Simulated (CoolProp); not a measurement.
Vapour-liquid equilibrium of toluene (1) + n-nonane (2) at 0.00661 MPa; x and y are mole fractions of (1).

The numbers come from the multi-fluid Helmholtz-energy mixture model, Lemmon 2006 and Lemmon 2006; pair parameters Bell 2016 in CoolProp.

```csv
x,"bubble temperature, mixture model (°C)","bubble temperature, Raoult's law (°C)","y, mixture model","y, Raoult's law"
0.05,65.9,67.5,0.243,0.188
0.2,55.2,59.0,0.614,0.540
0.35,48.7,52.6,0.767,0.728
0.5,44.5,47.6,0.847,0.839
0.65,41.6,43.5,0.899,0.909
0.8,39.1,40.0,0.942,0.957
0.95,36.9,37.1,0.985,0.991
```

The largest gap from Raoult's law is -3.9 K in bubble temperature, at x = 0.35. No azeotrope shows between x = 0.05 and 0.95.

The pair parameters rest on a limited set of measurements; away from them the model extrapolates.
